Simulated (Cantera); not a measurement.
Charge: 1 mol CaF2, 3.1 mol O2, 9.8 mol H2, equilibrated at 0.133 bar.

These are equilibrium values from Cantera (NASA tables, ideal gas, pure condensed phases), not measurements of a reactor. Candidate condensed phases: Ca, CaF2, CaO, Ca(OH)2, H2O; 29 gas species. Mutual solubility and eutectic melting of coexisting phases are not modelled. The numbers say what is thermodynamically allowed, not how fast it happens. All values below are at 1025 K.

Base state: H2O 0.632, H2 0.367, HF 0.000199 (mole fractions); condensed: CaF2(s) + CaO(s).

**Question.** What changes in the equilibrium state with this change: O2 from 3.1 to 0.65 mol?

**Answer.** 
```tsv
species	before	after
H2	0.367	0.867
H2O	0.632	0.133
HF	0.000199	9.10e-5
CaF2(s), mol	0.999	1.000
CaO(s), mol	0.000974	0.000446
```
